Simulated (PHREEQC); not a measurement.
Solution (51 °C): 0.32 mol MgSO4, 0.15 mol K2SO4 and 0.092 mol NaCl per kg of water. Closed to the air; pH follows from the charge balance.

The numbers come from PHREEQC with the Pitzer model, pitzer.dat.

Each row changes one thing in this solution. No solid was allowed to form.

| case | HSO4- (mol/kgw) | SI of Thenardite (Na2SO4) | SI of Mirabilite (Na2SO4:10H2O) |
|---|---|---|---|
| as made | 2.62e-6 | -3.73 | -3.88 |
| MgSO4 left out | 7.02e-7 | -3.77 | -3.90 |
| temperature from 51 to 70 °C | 6.35e-6 | -3.68 | -4.34 |
| K2SO4 left out | 2.27e-6 | -3.77 | -3.90 |
| MgSO4 from 0.32 to 0.16 mol/kgw | 1.86e-6 | -3.75 | -3.89 |
| diluted 10-fold with water | 6.33e-7 | -5.91 | -6.01 |

At this temperature some constants are extrapolated from 25 °C, and those without enthalpy data are left unchanged.
